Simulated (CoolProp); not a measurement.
Methane along the isobar 25800 kPa: density (kg/m³) from the reference equation and from simpler models built on Tc = 190.6 K, pc = 4599 kPa, ω = 0.011; each cubic takes its own stable root.

Computed with CoolProp (reference Helmholtz-energy equation of state, Setzmann 1991).

| T (K) | phase | reference | van der Waals | Redlich-Kwong | Soave-Redlich-Kwong | Peng-Robinson |
|---|---|---|---|---|---|---|
| 136.2 | liquid | 413.3 | 298.1 | 416.5 | 414.4 | 464.6 |
| 161.4 | liquid | 381.7 | 281.9 | 381.0 | 380.3 | 425.7 |
| 186.7 | liquid | 347.7 | 264.7 | 342.7 | 342.7 | 381.9 |
| 211.9 | supercritical | 311.4 | 246.8 | 303.0 | 302.7 | 334.8 |
| 237.2 | supercritical | 273.3 | 228.2 | 264.0 | 262.5 | 287.6 |
| 262.5 | supercritical | 236.3 | 209.3 | 228.6 | 225.8 | 244.9 |
| 287.7 | supercritical | 204.1 | 191.0 | 199.0 | 195.2 | 210.1 |
| 313 | supercritical | 178.0 | 173.7 | 175.3 | 170.9 | 182.8 |
| 338.2 | supercritical | 157.7 | 158.2 | 156.6 | 152.1 | 161.9 |
| 363.5 | supercritical | 141.7 | 144.5 | 141.6 | 137.3 | 145.5 |
| 388.8 | supercritical | 129.0 | 132.8 | 129.5 | 125.4 | 132.3 |
